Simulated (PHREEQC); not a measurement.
Dissolve 1.3 mmol/kgw HF, 0.94 mmol/kgw KF and 14 mmol/kgw HCl at 15 °C. Closed to the air; pH follows from the charge balance.

All values are PHREEQC results (ion-association model, wateq4f.dat), not measurements.

No solid was allowed to form.

Problem. Order these F species by the share of F that they hold, largest first: F-, HF, H2F2.

Solution. HF (92 %), F- (6.9 %), H2F2 (1.4 %)

The pH is 1.92 and the ionic strength 0.0142 mol/kgw.
